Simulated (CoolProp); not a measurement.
The fluoroketone C6F12O (FK-5-1-12) at 298.15 K and 1.65 MPa is throttled through a valve to 0.994 MPa with no heat exchange. Each further row changes one setting.

Model: reference Helmholtz-energy equation of state, McLinden 2015, in CoolProp.

```csv
case,temperature change (K),final density (kg/m³)
as stated,[?],1610
outlet pressure 0.298 MPa,+0.3,[?]
outlet pressure 1.29 MPa,[?],1610
```

**Question.** Fill in the missing entries.

**Answer.** 
- as stated, temperature change (K): +0.2
- outlet pressure 0.298 MPa, final density (kg/m³): 1600
- outlet pressure 1.29 MPa, temperature change (K): +0.1
